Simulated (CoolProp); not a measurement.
A Linde-Hampson liquefier for CF4 (R14): isothermal reversible compression at 250 K from 1 atm to 15 MPa, throttling to 1 atm, return gas leaving the recuperator 10 K below the feed. Each further row changes one setting.

Values from CoolProp's reference Helmholtz-energy equation of state, Platzer 1990. This equation is an older, rougher fit; its heat capacities, sound speeds and derivatives of the liquid may be far off and weren't checked against measurements.

```
case                        liquid yield per pass  compression work (kJ/kg of gas)
--------------------------  ---------------------  -------------------------------
as stated                                   0.406                             95.7
high pressure 30 MPa                        0.417                              109
warm-end temperature 280 K                  0.286                              116
warm-end gap 15 K                           0.396                             95.7
```
